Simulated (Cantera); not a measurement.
Thermodynamics of silicon oxide and oxynitride deposition, feed SiH2Cl2 + NO + N2

Feed: 1 mol SiH2Cl2, a varied amount of NO, 1.2 mol N2, equilibrated at 1302 °C and 2.90 mbar.

Equilibrium computed with Cantera from the NASA thermochemical tables; the gas is ideal and each condensed phase is pure. Candidate condensed phases: H2O, NH4Cl, Si, SiO2, Si2N2O, Si3N4; 47 gas species. Mutual solubility and eutectic melting of coexisting phases are not modelled. The tables' values for SiCl3, SiCl are old estimates; treat these amounts as uncertain. The tables hold silica as quartz up to 1696 K and as liquid above; real silica turns to tridymite and cristobalite and melts near 1996 K. Kinetics and transport are ignored.

From 0.26 mol NO to 0.41 mol NO the condensed part is Si2N2O(s). From 0.63 mol NO to 0.98 mol NO the condensed part is SiO2(β-quartz) + Si2N2O(s). From 1.5 mol NO to 14 mol NO the condensed part is SiO2(β-quartz).

```json
[
 {"n(NO) (mol)": "0.26", "x N2": "0.352", "x HCl": "0.316", "x O2": "<1e-12", "x H2": "0.167", "x SiCl2": "0.149", "x Cl": "0.000474", "x SiO": "0.00435", "x H2O": "1.07e-7", "n Si2N2O(s)": "0.247", "n SiO2(β-quartz)": "0"},
 {"n(NO) (mol)": "0.41", "x N2": "0.345", "x HCl": "0.442", "x O2": "<1e-12", "x H2": "0.0950", "x SiCl2": "0.0751", "x Cl": "0.000879", "x SiO": "0.0303", "x H2O": "2.90e-6", "n Si2N2O(s)": "0.314", "n SiO2(β-quartz)": "0"},
 {"n(NO) (mol)": "0.63", "x N2": "0.370", "x HCl": "0.441", "x O2": "<1e-12", "x H2": "0.0721", "x SiCl2": "0.0547", "x Cl": "0.00101", "x SiO": "0.0507", "x H2O": "6.62e-6", "n Si2N2O(s)": "0.250", "n SiO2(β-quartz)": "0.103"},
 {"n(NO) (mol)": "0.98", "x N2": "0.418", "x HCl": "0.410", "x O2": "<1e-12", "x H2": "0.0642", "x SiCl2": "0.0489", "x Cl": "0.000991", "x SiO": "0.0487", "x H2O": "6.14e-6", "n Si2N2O(s)": "0.136", "n SiO2(β-quartz)": "0.332"},
 {"n(NO) (mol)": "1.5", "x N2": "0.477", "x HCl": "0.394", "x O2": "<1e-12", "x H2": "0.0479", "x SiCl2": "0.0351", "x Cl": "0.00110", "x SiO": "0.0371", "x H2O": "6.01e-6", "n Si2N2O(s)": "0", "n SiO2(β-quartz)": "0.674"},
 {"n(NO) (mol)": "2.4", "x N2": "0.514", "x HCl": "0.370", "x O2": "0.0279", "x H2": "1.60e-5", "x SiCl2": "<1e-12", "x Cl": "0.0567", "x SiO": "2.54e-9", "x H2O": "0.0293", "n Si2N2O(s)": "0", "n SiO2(β-quartz)": "1.00"},
 {"n(NO) (mol)": "3.6", "x N2": "0.509", "x HCl": "0.278", "x O2": "0.120", "x H2": "8.14e-6", "x SiCl2": "<1e-12", "x Cl": "0.0597", "x SiO": "1.23e-9", "x H2O": "0.0309", "n Si2N2O(s)": "0", "n SiO2(β-quartz)": "1.00"},
 {"n(NO) (mol)": "5.7", "x N2": "0.505", "x HCl": "0.196", "x O2": "0.217", "x H2": "5.27e-6", "x SiCl2": "<1e-12", "x Cl": "0.0523", "x SiO": "9.12e-10", "x H2O": "0.0269", "n Si2N2O(s)": "0", "n SiO2(β-quartz)": "1.00"},
 {"n(NO) (mol)": "8.8", "x N2": "0.503", "x HCl": "0.136", "x O2": "0.294", "x H2": "3.71e-6", "x SiCl2": "<1e-12", "x Cl": "0.0431", "x SiO": "7.84e-10", "x H2O": "0.0220", "n Si2N2O(s)": "0", "n SiO2(β-quartz)": "1.00"},
 {"n(NO) (mol)": "14", "x N2": "0.501", "x HCl": "0.0881", "x O2": "0.358", "x H2": "2.60e-6", "x SiCl2": "<1e-12", "x Cl": "0.0335", "x SiO": "7.10e-10", "x H2O": "0.0170", "n Si2N2O(s)": "0", "n SiO2(β-quartz)": "1.00"}
]
```
x: gas mole fraction; n: condensed amount in mol.
